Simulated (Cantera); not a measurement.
Standard-state values (1 bar) from the NASA 1993 polynomials, evaluated with Cantera. Values are per mole of reaction as written; species without (g) are pure solids or liquids, kept so even where they would boil at 1 bar.

Q: Between 498 and 1498 K, where is each reaction favourable under standard conditions?
- 4 Cr + N2(g) → 2 Cr2N
- 3 H2(g) + N2(g) → 2 NH3(g)

A: 
- 4 Cr + N2(g) → 2 Cr2N: ΔG° is -174 kJ at 498 K and -38 kJ at 1498 K; it stays negative (K > 1). ΔH° is -230 kJ and ΔS° -129 J/K at 1498 K.
- 3 H2(g) + N2(g) → 2 NH3(g): ΔG° is 9 kJ at 498 K and 241 kJ at 1498 K; it stays positive (K < 1). ΔH° is -113 kJ and ΔS° -236 J/K at 1498 K.
